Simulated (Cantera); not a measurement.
An isothermal, constant-pressure homogeneous reactor starts with H2 : O2 : N2 = 0.4 : 1 : 0.15 (molar parts), equivalence ratio 0.20, at 1423 K and 3.00 Torr.

Cantera simulation using the H2/O2 subset of GRI-Mech 3.0, which has no nitrogen chemistry; the numbers are that mechanism's predictions, not measurements. Radical loss at walls, strong at low pressure, is not modelled. The temperature is held fixed by assumption; the heat of reaction is taken as removed at once.

Problem. Predict: x(H2) at 20.0 s; x(O2) at 20.0 s; x(O) at 20.0 s; x(OH) at 20.0 s; x(HO2) at 20.0 s; x(H) at 20.0 s.

Solution. 
```
Item                                                  Value
----------------  -----------------------------------------
x(H2) at 20.0 s     6.35e-6 (gas-phase equilibrium 3.91e-6)
x(O2) at 20.0 s         0.592 (gas-phase equilibrium 0.592)
x(O) at 20.0 s      2.67e-5 (gas-phase equilibrium 1.65e-5)
x(OH) at 20.0 s   0.000437 (gas-phase equilibrium 0.000343)
x(HO2) at 20.0 s    8.81e-8 (gas-phase equilibrium 1.02e-7)
x(H) at 20.0 s      4.32e-7 (gas-phase equilibrium 2.09e-7)
```
